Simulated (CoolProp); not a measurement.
Vapour-liquid equilibrium of benzene (1) + m-xylene (2) at 32.2 kPa; x and y are mole fractions of (1).

Computed with CoolProp (multi-fluid Helmholtz-energy mixture model, Thol 2012 and Zhou 2012; pair parameters Bell 2016).

```json
[
 {"x": "0.05", "bubble temperature, mixture model (°C)": "94.3", "bubble temperature, Raoult's law (°C)": "94.5", "y, mixture model": "0.240", "y, Raoult's law": "0.240"},
 {"x": "0.15", "bubble temperature, mixture model (°C)": "83.9", "bubble temperature, Raoult's law (°C)": "84.1", "y, mixture model": "[?]", "y, Raoult's law": "0.534"},
 {"x": "0.25", "bubble temperature, mixture model (°C)": "76.1", "bubble temperature, Raoult's law (°C)": "76.2", "y, mixture model": "[?]", "y, Raoult's law": "0.697"},
 {"x": "0.35", "bubble temperature, mixture model (°C)": "69.9", "bubble temperature, Raoult's law (°C)": "69.9", "y, mixture model": "0.791", "y, Raoult's law": "0.796"},
 {"x": "0.45", "bubble temperature, mixture model (°C)": "[?]", "bubble temperature, Raoult's law (°C)": "64.7", "y, mixture model": "0.857", "y, Raoult's law": "0.861"},
 {"x": "0.55", "bubble temperature, mixture model (°C)": "[?]", "bubble temperature, Raoult's law (°C)": "60.4", "y, mixture model": "0.902", "y, Raoult's law": "0.906"},
 {"x": "0.65", "bubble temperature, mixture model (°C)": "[?]", "bubble temperature, Raoult's law (°C)": "56.7", "y, mixture model": "0.935", "y, Raoult's law": "0.938"},
 {"x": "0.75", "bubble temperature, mixture model (°C)": "53.6", "bubble temperature, Raoult's law (°C)": "53.5", "y, mixture model": "[?]", "y, Raoult's law": "0.962"},
 {"x": "0.85", "bubble temperature, mixture model (°C)": "50.7", "bubble temperature, Raoult's law (°C)": "50.7", "y, mixture model": "0.979", "y, Raoult's law": "0.980"},
 {"x": "0.95", "bubble temperature, mixture model (°C)": "48.1", "bubble temperature, Raoult's law (°C)": "48.1", "y, mixture model": "0.994", "y, Raoult's law": "0.994"}
]
```

### Question
Some entries are withheld; supply them.

### Answer

- 0.15, y, mixture model: 0.531
- 0.25, y, mixture model: 0.693
- 0.45, bubble temperature, mixture model (°C): 64.8
- 0.55, bubble temperature, mixture model (°C): 60.5
- 0.65, bubble temperature, mixture model (°C): 56.8
- 0.75, y, mixture model: 0.960

The largest gap from Raoult's law is -0.2 K in bubble temperature, at x = 0.15. No azeotrope shows between x = 0.05 and 0.95.

Pair parameters are fitted to limited data, so mixtures are less certain than the pure fluids.
